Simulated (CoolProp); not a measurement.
Saturated liquid density (kg/m³) of R1233zd(E): the reference equation beside estimates from Tc = 165.7 °C, pc = 3.583 MPa, ω = 0.304.

Model: reference Helmholtz-energy equation of state, Akasaka 2022, in CoolProp.

| T (°C) | reference | van der Waals | Redlich-Kwong | Soave-Redlich-Kwong | Peng-Robinson |
|---|---|---|---|---|---|
| 59.95 | 1173 | ___ | 989.0 | 1044 | 1184 |
| 63.45 | 1163 | 685.6 | 978.6 | 1034 | 1172 |
| 67.05 | 1153 | 679.5 | 967.6 | 1023 | 1160 |
| 70.55 | 1143 | 673.5 | 956.8 | ___ | 1148 |
| 74.05 | 1133 | 667.4 | ___ | 1001 | 1136 |
| 77.55 | 1122 | 661.1 | 934.4 | 989.7 | 1123 |
| 81.05 | 1112 | 654.7 | 922.9 | 978.1 | 1110 |
| 84.55 | 1101 | 648.1 | 911.0 | 966.1 | 1097 |
| 88.05 | 1090 | 641.4 | 899.0 | 953.7 | 1083 |
| 91.55 | 1078 | 634.5 | 886.6 | 941.0 | 1068 |
| 95.05 | 1067 | 627.5 | 873.9 | ___ | 1053 |
| 98.55 | 1055 | 620.3 | 860.9 | 914.4 | 1038 |
| 102.05 | 1042 | 612.8 | 847.5 | 900.5 | ___ |
| 105.55 | 1030 | 605.2 | 833.8 | 886.1 | 1006 |

Question: What belongs in the gaps?

Answer: 
- 59.95, van der Waals: 691.4
- 70.55, Soave-Redlich-Kwong: 1012
- 74.05, Redlich-Kwong: 945.7
- 95.05, Soave-Redlich-Kwong: 927.9
- 102.05, Peng-Robinson: 1022

Absolute difference from the reference over all 14 rows, mean and median: van der Waals 41.1 and 41.1 %, Redlich-Kwong 17.2 and 17.1 %, Soave-Redlich-Kwong 12.3 and 12.1 %, Peng-Robinson 0.9 and 0.7 %.
